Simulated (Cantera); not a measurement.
# Iron carbonyl, mercury and lead vapours: PbO + H2

Input: 1 mol PbO, 0.42 mol H2, equilibrated at 0.100 bar.

Method: chemical equilibrium by Gibbs-energy minimisation in Cantera with the NASA 1993 tables (ideal gas, pure condensed phases). Candidate condensed phases: H2O, Pb, PbO, PbO2, Pb3O4; 12 gas species. Each liquid is taken as pure. Mutual solubility and eutectic melting of coexisting phases are not modelled. Gases not in the tables: (PbO)n polymers. Rates play no part.

```json
[
 {"T (°C)": "725", "log p H2O": "-1.00", "log p Pb": "-4.81", "log p PbO": "-6.55", "log p H2": "-4.84", "log p Pb2": "-10.32", "log p OH": "-9.91", "n Pb(l)": "0.420", "n PbO(yellow)": "0.580", "n PbO(l)": "0"},
 {"T (°C)": "750", "log p H2O": "-1.00", "log p Pb": "-4.57", "log p PbO": "-6.19", "log p H2": "-4.80", "log p Pb2": "-9.93", "log p OH": "-9.56", "n Pb(l)": "0.420", "n PbO(yellow)": "0.580", "n PbO(l)": "0"},
 {"T (°C)": "775", "log p H2O": "-1.00", "log p Pb": "-4.35", "log p PbO": "-5.86", "log p H2": "-4.76", "log p Pb2": "-9.55", "log p OH": "-9.23", "n Pb(l)": "0.420", "n PbO(yellow)": "0.580", "n PbO(l)": "0"},
 {"T (°C)": "800", "log p H2O": "-1.00", "log p Pb": "-4.14", "log p PbO": "-5.54", "log p H2": "-4.72", "log p Pb2": "-9.20", "log p OH": "-8.92", "n Pb(l)": "0.420", "n PbO(yellow)": "0.580", "n PbO(l)": "0"},
 {"T (°C)": "825", "log p H2O": "-1.00", "log p Pb": "-3.93", "log p PbO": "-5.23", "log p H2": "-4.69", "log p Pb2": "-8.86", "log p OH": "-8.62", "n Pb(l)": "0.419", "n PbO(yellow)": "0.580", "n PbO(l)": "0"},
 {"T (°C)": "850", "log p H2O": "-1.00", "log p Pb": "-3.74", "log p PbO": "-4.94", "log p H2": "-4.66", "log p Pb2": "-8.53", "log p OH": "-8.33", "n Pb(l)": "0.419", "n PbO(yellow)": "0.580", "n PbO(l)": "0"},
 {"T (°C)": "875", "log p H2O": "-1.00", "log p Pb": "-3.55", "log p PbO": "-4.66", "log p H2": "-4.62", "log p Pb2": "-8.22", "log p OH": "-8.06", "n Pb(l)": "0.419", "n PbO(yellow)": "0.580", "n PbO(l)": "0"},
 {"T (°C)": "900", "log p H2O": "-1.00", "log p Pb": "-3.37", "log p PbO": "-4.41", "log p H2": "-4.58", "log p Pb2": "-7.93", "log p OH": "-7.80", "n Pb(l)": "0.418", "n PbO(yellow)": "0", "n PbO(l)": "0.580"},
 {"T (°C)": "925", "log p H2O": "-1.00", "log p Pb": "-3.20", "log p PbO": "-4.18", "log p H2": "-4.52", "log p Pb2": "-7.64", "log p OH": "-7.56", "n Pb(l)": "0.417", "n PbO(yellow)": "0", "n PbO(l)": "0.580"},
 {"T (°C)": "950", "log p H2O": "-1.00", "log p Pb": "-3.04", "log p PbO": "-3.96", "log p H2": "-4.47", "log p Pb2": "-7.37", "log p OH": "-7.34", "n Pb(l)": "0.416", "n PbO(yellow)": "0", "n PbO(l)": "0.580"},
 {"T (°C)": "975", "log p H2O": "-1.01", "log p Pb": "-2.89", "log p PbO": "-3.75", "log p H2": "-4.42", "log p Pb2": "-7.11", "log p OH": "-7.12", "n Pb(l)": "0.414", "n PbO(yellow)": "0", "n PbO(l)": "0.579"},
 {"T (°C)": "1000", "log p H2O": "-1.01", "log p Pb": "-2.74", "log p PbO": "-3.55", "log p H2": "-4.38", "log p Pb2": "-6.86", "log p OH": "-6.91", "n Pb(l)": "0.412", "n PbO(yellow)": "0", "n PbO(l)": "0.579"},
 {"T (°C)": "1025", "log p H2O": "-1.01", "log p Pb": "-2.59", "log p PbO": "-3.36", "log p H2": "-4.33", "log p Pb2": "-6.62", "log p OH": "-6.71", "n Pb(l)": "0.409", "n PbO(yellow)": "0", "n PbO(l)": "0.578"}
]
```
log p: log10 of the partial pressure in bar; n: condensed amount in mol.

From 725 °C to 875 °C the condensed part is Pb(l) + PbO(yellow). From 900 °C to 1025 °C the condensed part is Pb(l) + PbO(l).
